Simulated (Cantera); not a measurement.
A closed system holds: 1 mol SiH2Cl2, 0.14 mol Cl2, 900 mol H2, held at 1177 °C and 28.0 mbar.

Cantera equilibrium calculation (NASA polynomials, part measured and part estimated; ideal gas, pure solids and liquids). Candidate condensed phases: Si; 19 gas species. The numbers say what is thermodynamically allowed, not how fast it happens.

**Question.** What is the equilibrium state?

**Answer.** 
| Property | Result |
|---|---|
| x(H2) | 0.997 |
| x(HCl) | 0.00249 |
| x(H) | 5.64e-5 |
| x(SiCl2) | 1.92e-5 |
| n(Si(s)) | 0.982 mol |
| gas amount | 902.2 mol |
